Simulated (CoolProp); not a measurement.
The numbers come from the reference Helmholtz-energy equation of state, Lemmon 2006 in CoolProp. It is a short technical equation, of lower accuracy than the large ones.

**Question.** Give the vapour pressure (MPa), vapour density (kg/m³), liquid cp (kJ/(kg K)), surface tension (mN/m) of saturated isohexane at 313.2, 378.5 K.

**Answer.** 
```
T (K)  p (MPa)  vapour density (kg/m³)  liquid cp (kJ/(kg K))  surface tension (mN/m)
-----  -------  ----------------------  ---------------------  ----------------------
313.2   0.0508                    1.73                   2.31                    15.4
378.5    0.351                    10.9                   2.67                    9.12
```

Surface tension comes from a separate correlation (Mulero 2012).
